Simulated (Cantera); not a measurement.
A Cantera script and its output.

```python
import numpy as np
import cantera as ct

gas = ct.Solution("gri30.yaml")
gas.TPX = 2148, 390000, {'CH4': 1, 'H2O': 2.6, 'H2': 0.5}
inlet = ct.Reservoir(gas, clone=True)

reactor = ct.IdealGasConstPressureReactor(gas, energy="off", clone=False)
exhaust = ct.Reservoir(gas, clone=True)
tau = [2.7, 0.71, 0.18, 0.047, 0.012, 0.0031, 0.00081, 0.00021][0]
for a, b in ((inlet, reactor), (reactor, exhaust)):
    ct.MassFlowController(a, b, mdot=lambda t: reactor.mass / tau)
net = ct.ReactorNet([reactor])
show = ['CH4', 'H2O', 'H2', 'C2H2', 'O', 'H']

rows = []
print(f"{'tau/s':>10s}{'T/K':>9s}" + "".join(f"{s:>11s}" for s in show))
for tau in [2.7, 0.71, 0.18, 0.047, 0.012, 0.0031, 0.00081, 0.00021]:
    net.initial_time = 0.0
    net.advance(30 * tau)
    before = gas.X
    net.advance(40 * tau)
    drift = np.max(np.abs(gas.X - before) / (gas.X + 1e-9))
    rows.append([gas.T, *gas[show].X, drift])
    print(f"{tau:10.3e}{gas.T:9.1f}" + "".join(f"{x:11.3e}" for x in gas[show].X))
```

It prints:

```
     tau/s      T/K        CH4        H2O         H2       C2H2          O          H
 2.700e+00   2148.0  8.095e-05  2.495e-01  5.850e-01  5.973e-07  1.733e-07  1.620e-03
 7.100e-01   2148.0  3.018e-04  2.498e-01  5.846e-01  8.056e-06  1.722e-07  1.613e-03
 1.800e-01   2148.0  1.088e-03  2.513e-01  5.829e-01  1.031e-04  1.722e-07  1.605e-03
 4.700e-02   2148.0  3.277e-03  2.568e-01  5.773e-01  9.105e-04  1.754e-07  1.596e-03
 1.200e-02   2148.0  8.153e-03  2.753e-01  5.600e-01  5.182e-03  1.842e-07  1.572e-03
 3.100e-03   2148.0  1.668e-02  3.204e-01  5.203e-01  1.740e-02  2.004e-07  1.511e-03
 8.100e-04   2148.0  3.013e-02  3.927e-01  4.563e-01  3.619e-02  2.242e-07  1.399e-03
 2.100e-04   2148.0  5.231e-02  4.705e-01  3.806e-01  5.007e-02  2.565e-07  1.236e-03
```

Computed with Cantera and GRI-Mech 3.0 (53 species, 325 reactions).
